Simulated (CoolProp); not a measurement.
The numbers come from the reference Helmholtz-energy equation of state, Colonna 2008 in CoolProp. It is a short technical equation, of lower accuracy than the large ones.

**Question.** For dodecamethylcyclohexasiloxane (D6), give the phase and the density (kg/m³), cv (kJ/(kg K)), expansivity (1/kK), fugacity coefficient at 587.5 K and 18 bar; 587.5 K and 24 bar.

**Answer.** 
- 587.5 K and 18 bar: liquid; density 619, cv 1.93, expansivity 2.81, fugacity coefficient 0.207
- 587.5 K and 24 bar: liquid; density 630, cv 1.93, expansivity 2.52, fugacity coefficient 0.169
